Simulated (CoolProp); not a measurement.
Oxygen at 285.34 K and 0.684 MPa is compressed adiabatically to 3.5 MPa with isentropic efficiency 0.6. Each further row changes one setting.

Values from CoolProp's reference Helmholtz-energy equation of state, Schmidt 1985.

```csv
case,work (kJ/kg),final temperature (K),final density (kg/m³)
as stated,256,555.0,24.1
efficiency 1,154,451.5,29.7
efficiency 0.65,236,535.3,25.0
```

Above 300 K oxygen's equation is extrapolated.
